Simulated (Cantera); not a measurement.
A perfectly stirred reactor is fed with H₂ : O₂ = 0.057 : 1 (molar parts), at 3.90 Torr; it is held at 1098 K, and followed from long to short residence time.

Cantera simulation using the H2/O2 subset of GRI-Mech 3.0, which has no nitrogen chemistry; the numbers are that mechanism's predictions, not measurements. Radical loss at walls, strong at low pressure, is not modelled. The temperature is held fixed by assumption; the heat of reaction is taken as removed at once.

### Question
What does this change do: temperature 1098 to 900 K?

### Answer
```csv
quantity,before,after
x(H₂) at τ = 25.0 s,6.42e-5,0.000224
x(O₂) at τ = 25.0 s,0.943,0.944
x(O) at τ = 25.0 s,0.000941,0.000352
x(H) at τ = 25.0 s,5.50e-5,3.07e-5
x(H₂O₂) at τ = 25.0 s,3.11e-8,3.12e-8
x(H₂) at τ = 0.320 s,0.000836,0.00256
x(O₂) at τ = 0.320 s,0.930,0.939
x(O) at τ = 0.320 s,0.0126,0.00400
x(H) at τ = 0.320 s,0.00296,0.00204
x(H₂O₂) at τ = 0.320 s,4.60e-8,6.59e-8
```
Below about 950 K walls govern HO2 and H2O2 in real vessels.

### Question
What does this change do: pressure from 3.90 Torr to 20.3 Torr?

### Answer
```tsv
quantity	before	after
x(H₂) at τ = 25.0 s	6.42e-5	2.84e-5
x(O₂) at τ = 25.0 s	0.943	0.944
x(O) at τ = 25.0 s	0.000941	0.000106
x(H) at τ = 25.0 s	5.50e-5	2.06e-6
x(H₂O₂) at τ = 25.0 s	3.11e-8	7.15e-8
x(H₂) at τ = 0.320 s	0.000836	0.000389
x(O₂) at τ = 0.320 s	0.930	0.942
x(O) at τ = 0.320 s	0.0126	0.00179
x(H) at τ = 0.320 s	0.00296	0.000156
x(H₂O₂) at τ = 0.320 s	4.60e-8	2.00e-7
```
